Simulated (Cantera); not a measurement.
What does this Cantera script print?

```python
import numpy as np
import cantera as ct

gas = ct.Solution("gri30.yaml", transport_model="mixture-averaged")
show = ['H', 'CH3', 'N2']

rows = []
print(f"{'T/K':>7s}{'rho':>11s}{'cp':>10s}{'mu':>11s}{'lambda':>11s}{'Pr':>7s}" + "".join(f"{'D_' + s:>11s}" for s in show))
for T in [400, 650, 900, 1150, 1400, 1650]:
    gas.TPX = T, 1000000, {'CO2': 0.33, 'NH3': 0.7, 'N2': 0.51}
    Pr = gas.cp_mass * gas.viscosity / gas.thermal_conductivity
    D = [gas.mix_diff_coeffs_mole[gas.species_index(s)] for s in show]
    rows.append([gas.density, gas.cp_mass, gas.viscosity, gas.thermal_conductivity, Pr, *D])
    print(f"{T:7g}{gas.density:11.4e}{gas.cp_mass:10.1f}{gas.viscosity:11.4e}"
          f"{gas.thermal_conductivity:11.4e}{Pr:7.3f}" + "".join(f"{d:11.4e}" for d in D))
print("SI units: kg/m3, J/kg/K, Pa s, W/m/K, m2/s")
```

Output:

```
    T/K        rho        cp         mu     lambda     Pr        D_H      D_CH3       D_N2
    400 7.9528e+00    1365.8 1.8376e-05 3.5556e-02  0.706 1.9874e-05 3.6565e-06 3.3996e-06
    650 4.8940e+00    1579.9 2.7743e-05 6.1999e-02  0.707 4.7472e-05 8.7285e-06 8.1260e-06
    900 3.5346e+00    1757.1 3.5875e-05 8.9069e-02  0.708 8.3486e-05 1.5346e-05 1.4291e-05
   1150 2.7662e+00    1901.6 4.3128e-05 1.1554e-01  0.710 1.2682e-04 2.3307e-05 2.1706e-05
   1400 2.2722e+00    2012.7 4.9737e-05 1.4095e-01  0.710 1.7678e-04 3.2486e-05 3.0254e-05
   1650 1.9279e+00    2100.4 5.5857e-05 1.6513e-01  0.710 2.3291e-04 4.2797e-05 3.9854e-05
SI units: kg/m3, J/kg/K, Pa s, W/m/K, m2/s
```

Model: GRI-Mech 3.0 (53 species, 325 reactions), integrated in Cantera. Polar gases are described roughly by these parameters. The composition is frozen, though it would react at the higher temperatures.
